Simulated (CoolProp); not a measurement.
Properties of hexamethyldisiloxane (MM) along the isobar 10.9 MPa (Tc = 518.7 K, pc = 1.931 MPa, ω = 0.418).

Values from CoolProp's reference Helmholtz-energy equation of state, Thol 2016.

```tsv
T (K)	phase	cp (kJ/(kg K))	speed of sound (m/s)	isothermal compressibility (1/MPa)
216.2	liquid	1.731	1252	0.0009332
240.7	liquid	1.763	1161	0.001109
265.2	liquid	1.808	1076	0.001320
289.6	liquid	1.862	995.3	0.001577
314.1	liquid	1.920	918.8	0.001894
338.5	liquid	1.981	846.7	0.002287
363	liquid	2.043	778.2	0.002780
387.5	liquid	2.105	713.3	0.003407
411.9	liquid	2.166	652.0	0.004207
436.4	liquid	2.225	593.9	0.005246
460.8	liquid	2.281	539.5	0.006597
485.3	liquid	2.336	488.7	0.008371
509.8	liquid	2.389	442.0	0.01069
534.2	supercritical	2.439	399.9	0.01369
558.7	supercritical	2.486	362.5	0.01753
```
